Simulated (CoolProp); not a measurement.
The fluid at 298.15 K and 0.0141 MPa (gas) is heated at constant pressure to 421.2 K. The same conditions are run with several fluids, on thermodynamics alone (safety and materials aside).

The numbers come from the reference Helmholtz-energy equation of state of each fluid (R141b: Lemmon 2006; propylene: Lemmon 2013; R115: Lemmon 2016) in CoolProp.

```
fluid      heat (kJ/kg)  final density (kg/m³)
---------  ------------  ---------------------
R141b               103                  0.472
propylene           217                  0.170
R115               97.2                  0.622
```
